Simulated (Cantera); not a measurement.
A freely propagating, adiabatic, planar premixed flame of CH4 : H2 : O2 : N2 : H2O = 1 : 1.2 : 2.17 : 8.15 : 0.27 (molar parts), unburnt at 525 K and 0.118 atm; mixture-averaged transport, grid criteria slope 0.08 and curve 0.16, no radiation.

Detailed kinetics in Cantera: GRI-Mech 3.0 (53 species, 325 reactions). Burning velocities carry a grid error of a few per cent, more on coarse grids.

Predict: laminar burning velocity; thermal thickness; peak x(H); peak x(HCN); peak x(C2H).


* **laminar burning velocity**: 237 cm/s
* **thermal thickness**: 1.94 mm
* **peak x(H)**: 0.0300
* **peak x(HCN)**: 3.11e-6
* **peak x(C2H)**: 2.94e-7
